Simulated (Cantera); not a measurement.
A perfectly stirred reactor is fed with 9.66 % H2, 7.55 % O2, 74.0 % N2, 8.79 % H2O, at 170000 Pa; it is adiabatic with a 425 K inlet, and is followed from long to short residence time, starting on the burning branch (τ in s: 0.1, 0.042, 0.017, 0.0068, 0.0027, 0.0011, 0.00045, 0.00018, 7.2e-05, 2.9e-05, 1.2e-05).

Detailed kinetics in Cantera: the H2/O2 subset of GRI-Mech 3.0, which has no nitrogen chemistry.

Task: Predict: blow-out, bracketed by the residence times tried; x(H2) at τ = 0.100 s; x(O2) at τ = 0.100 s; x(H2O) at τ = 0.100 s; x(HO2) at τ = 0.100 s; x(H) at τ = 0.100 s; x(H2) at τ = 1.10 ms; x(O2) at τ = 1.10 ms; x(H2O) at τ = 1.10 ms.

Result: 
```json
{
 "blow_out_bracketed_by_the_residence_times_tried": "burning at 42.0 ms, out at 17.0 ms",
 "x(H2) at τ = 0.100 s": "0.00195",
 "x(O2) at τ = 0.100 s": "0.0294",
 "x(H2O) at τ = 0.100 s": "0.192",
 "x(HO2) at τ = 0.100 s": "3.03e-5",
 "x(H) at τ = 0.100 s": "4.36e-6",
 "x(H2) at τ = 1.10 ms": "0.0966",
 "x(O2) at τ = 1.10 ms": "0.0755",
 "x(H2O) at τ = 1.10 ms": "0.0879"
}
```
